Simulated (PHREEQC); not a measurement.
Dissolve 0.0027 mol NaF per kg of water at 20 °C. Closed to the air; pH follows from the charge balance.

All values are PHREEQC results (ion-association model, wateq4f.dat), not measurements.

No solid was allowed to form.

Q: What pH does the model give?

A: pH 7.40.
